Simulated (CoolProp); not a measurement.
Saturation properties of C3F8 (R218) (Tc = 345.0 K, pc = 2.640 MPa, ω = 0.317).

Computed with CoolProp (reference Helmholtz-energy equation of state, Lemmon 2006). It is a short technical equation, of lower accuracy than the large ones.

| T (K) | p (MPa) | liquid cp (kJ/(kg K)) | liquid viscosity (µPa s) | liquid conductivity (mW/(m K)) |
|---|---|---|---|---|
| 217.6 | 0.03973 | 0.9352 | 604 | 67.0 |
| 232.6 | 0.08519 | 0.9667 | 464 | 63.0 |
| 247.6 | 0.1640 | 1.001 | 363 | 59.0 |
| 262.6 | 0.2898 | 1.041 | 288 | 54.9 |
| 277.7 | 0.4792 | 1.088 | 229 | 50.7 |
| 292.7 | 0.7469 | 1.148 | 182 | 46.7 |
| 307.7 | 1.113 | 1.237 | 143 | 42.8 |
| 322.8 | 1.605 | 1.413 | 108 | 39.2 |
| 337.8 | 2.252 | 2.230 | 73.4 | 36.9 |

It boils at 236.4 K under 1 atm.

Viscosity comes from a separate model (Huber 2003), an estimate that may be off by 10 % or more. Thermal conductivity comes from a separate model (Huber 2003), an estimate that may be off by 10 % or more.
